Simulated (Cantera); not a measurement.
Charge: 1 mol MgO, 1.2 mol SO₂, 7.5 mol O₂, held at 1448 K and 0.130 bar.

Cantera equilibrium calculation (NASA polynomials, part measured and part estimated; ideal gas, pure solids and liquids). Candidate condensed phases: Mg, MgO, MgS, MgSO₄, S; 14 gas species. Kinetics and transport are ignored.

Base state: O₂ 0.862, SO₂ 0.136, SO₃ 0.00224 (mole fractions); condensed: MgO(s).

What changes in the equilibrium state with this change: temperature from 1448 K to 1748 K?


```csv
species,before,after
O₂,0.862,0.862
SO₂,0.136,0.137
SO₃,0.00224,0.000583
O,5.02e-6,0.000189
"MgO(s), mol",1.00,1.00
```

What changes in the equilibrium state with this change: SO₂ from 1.2 to 0.66 mol?


```tsv
species	before	after
O₂	0.862	0.919
SO₂	0.136	0.0796
SO₃	0.00224	0.00135
MgO(s), mol	1.00	1.00
```
